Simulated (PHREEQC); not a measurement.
Model water analysis in mg/L, 25 °C, pH 6.8, pe 10.9:

```csv
constituent,mg/L
Na,0.0452
K,0.029
Ca,0.0255
Mg,0.0151
Cl,0.02
S(6) as SO4,0.109
Alkalinity as HCO3,0.151
N(5) as NO3,0.00107
```

Valence states are taken as typed.

All values are PHREEQC results (ion-association model, phreeqc.dat), not measurements.

No solid was allowed to form.

Q: What charge-balance error does the model give?

A: charge-balance error -0.9 %.

Q: In which forms is C present?

A: HCO3- 74 %, CO2 26 % of the C.
